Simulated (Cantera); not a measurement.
**Boron, boron nitride and boron oxide: B2O3 + N2**

Charge: 1 mol B2O3, 6.3 mol N2, held at 12.0 mbar.

Equilibrium computed with Cantera from the NASA thermochemical tables; the gas is ideal and each condensed phase is pure. Candidate condensed phases: B, BN, B2O3; 17 gas species. Equilibrium is a limit: real reactors are often held back by kinetics, nucleation or transport.

| T (°C) | x N2 | x B2O3 | x BO2 | x BO | n B2O3(l) |
|---|---|---|---|---|---|
| 1100 | 1.000 | 0.000104 | 2.89e-8 | 2.16e-8 | 0.999 |
| 1150 | 1.000 | 0.000342 | 1.24e-7 | 8.93e-8 | 0.998 |
| 1200 | 0.999 | 0.00103 | 4.82e-7 | 3.35e-7 | 0.994 |
| 1250 | 0.997 | 0.00287 | 1.71e-6 | 1.15e-6 | 0.982 |
| 1300 | 0.993 | 0.00748 | 5.55e-6 | 3.65e-6 | 0.952 |
| 1350 | 0.982 | 0.0183 | 1.67e-5 | 1.08e-5 | 0.882 |
| 1400 | 0.958 | 0.0424 | 4.71e-5 | 2.98e-5 | 0.721 |
| 1450 | 0.907 | 0.0931 | 0.000125 | 7.75e-5 | 0.353 |
| 1500 | 0.863 | 0.137 | 0.000253 | 0.000165 | 0 |
| 1550 | 0.863 | 0.137 | 0.000402 | 0.000287 | 0 |
x: gas mole fraction; n: condensed amount in mol.

From 1100 °C to 1450 °C the condensed part is B2O3(l). From 1500 °C to 1550 °C nothing is condensed. The main B-bearing gas is B2O3 throughout.
